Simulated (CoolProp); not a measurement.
A single-stage vapour-compression cycle with R245fa: evaporating at 282.15 K (dew point), condensing at 313.15 K (bubble point), superheat 8 K, subcooling 0 K, compressor efficiency 0.6, no pressure losses. Each further row changes one setting.

Model: reference Helmholtz-energy equation of state, Akasaka 2015, in CoolProp.

```tsv
case	cooling COP	pressure ratio	discharge temperature (K)	refrigerating effect (kJ/kg)	volumetric capacity (kJ/m³)
as stated	4.83	3.17	332.1	166	753
evaporating temperature 287.15 K	5.98	2.58	329.9	170	936
condensing temperature 308.15 K	5.89	2.68	325.9	173	784
subcooling 5 K	5.02	3.17	332.1	173	784
superheat 18 K	4.89	3.17	342.5	175	763
compressor efficiency 0.5	4.02	3.17	339.1	166	753
```
